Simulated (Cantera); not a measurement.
Feed: 1 mol V, 0.018 mol H2O, 0.67 mol N2, equilibrated at 1902 °C.

Cantera equilibrium calculation (NASA polynomials, part measured and part estimated; ideal gas, pure solids and liquids). Candidate condensed phases: H2O, V, VN, VO, V2O3, V2O4, V2O5; 28 gas species. Mutual solubility and eutectic melting of coexisting phases are not modelled. VN, VO: taken at fixed stoichiometry. Condensed phases not in the tables: solid solutions among these carbides, nitrides and lower oxides, V2N, N, O or C dissolved in the metal. Kinetics and transport are ignored.

Q: What share of the V ends up in condensed phases as a function of P (Pa), at 0.100, 2.50, 63, 1600, 40000, 1000000?

A: 
| P (Pa) | V condensed (%) | as |
|---|---|---|
| 0.100 | 0.0 | - |
| 2.50 | 0.0 | - |
| 63 | 95.2 | V(s) |
| 1600 | 99.9 | V(s) + VN(s) + VO(l) |
| 40000 | 100.0 | VN(s) + VO(l) |
| 1000000 | 100.0 | VN(s) + VO(l) |
